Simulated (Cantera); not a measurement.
A perfectly stirred reactor is fed with 3.11 % CH4, 0.871 % C2H6, 20.1 % O2, 75.9 % N2, at 1000000 Pa; it is adiabatic with a 348 K inlet, and is followed from long to short residence time, starting on the burning branch (τ in s: 0.22, 0.09, 0.036, 0.015, 0.006, 0.0025, 0.001, 0.00041, 0.00016, 6.7e-05, 2.7e-05, 1.1e-05).

Detailed kinetics in Cantera: GRI-Mech 3.0 (53 species, 325 reactions).

Q: Predict: blow-out, bracketed by the residence times tried; x(CH4) at τ = 0.220 s; x(C2H6) at τ = 0.220 s; x(O2) at τ = 0.220 s; x(O) at τ = 0.220 s; x(H2O) at τ = 0.220 s; x(CH4) at τ = 1.00 ms; x(C2H6) at τ = 1.00 ms; x(O2) at τ = 1.00 ms.

A: 
| Quantity | Value |
|---|---|
| blow-out, bracketed by the residence times tried | burning at 15.0 ms, out at 6.00 ms |
| x(CH4) at τ = 0.220 s | 1.77e-5 |
| x(C2H6) at τ = 0.220 s | 1.12e-6 |
| x(O2) at τ = 0.220 s | 0.109 |
| x(O) at τ = 0.220 s | 8.56e-7 |
| x(H2O) at τ = 0.220 s | 0.0878 |
| x(CH4) at τ = 1.00 ms | 0.0311 |
| x(C2H6) at τ = 1.00 ms | 0.00871 |
| x(O2) at τ = 1.00 ms | 0.201 |
